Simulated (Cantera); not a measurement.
Input (Python, Cantera) and output of one run.

```python
import numpy as np
import cantera as ct

gas_names = """
    C CO CO2 C2 C2O C3 C3O2 C4 C5 Mg MgO Mg2 O O2 O3
""".split()
cond_names = """
    C(gr) Mg(cr) Mg(L) MgCO3(s) MgO(s) MgO(L)
""".split()


# ... load() reads the species with a 1 bar reference pressure and builds the phases ...
atoms = {
    'MgO': {'Mg': 1, 'O': 1},
    'C': {'C': 1},
    'CO': {'C': 1, 'O': 1},
}
top_T = {'C(gr)': 4500}  # K; cautious upper limits of use, not melting points


# ... equilibrate(T, P, feed) seeds the gas with the atoms and calls Mixture.equilibrate('TP', solver="vcs", rtol=1e-11, max_steps=5000) ...
results = []
feed = {'MgO': 1, 'C': 0.52, 'CO': 2.3}  # mol
T = 1023.15  # K
P = 100000  # Pa
mix = equilibrate(T, P, feed)
results.append((T, P, feed, dict(zip(mix.species_names, mix.species_moles))))
print(gas.report(threshold=0.0001))
for i in range(1, mix.n_phases):
    print(f"{mix.phase(i).name:16s} {mix.phase_moles(i):12.5e} mol")
```

Output:

```
       temperature   1023.1 K
          pressure   1e+05 Pa
           density   0.37027 kg/m^3
  mean mol. weight   31.499 kg/kmol
   phase of matter   gas

                          1 kg             1 kmol
                     ---------------   ---------------
          enthalpy       -4.6706e+06       -1.4712e+08  J
   internal energy       -4.9407e+06       -1.5563e+08  J
           entropy            7852.6        2.4735e+05  J/K
    Gibbs function       -1.2705e+07       -4.0019e+08  J
 heat capacity c_p            1203.7             37915  J/K
 heat capacity c_v            939.74             29601  J/K

                      mass frac. Y      mole frac. X     chem. pot. / RT
                     ---------------   ---------------   ---------------
                CO           0.69532           0.78193           -38.899
               CO2           0.30468           0.21807           -76.244
     [  +13 minor]        1.9148e-13         8.869e-14

C(gr)             9.31769e-01 mol
Mg(L)             0.00000e+00 mol
MgO(s)            1.00000e+00 mol
```

Cantera equilibrium calculation (NASA polynomials, part measured and part estimated; ideal gas, pure solids and liquids).
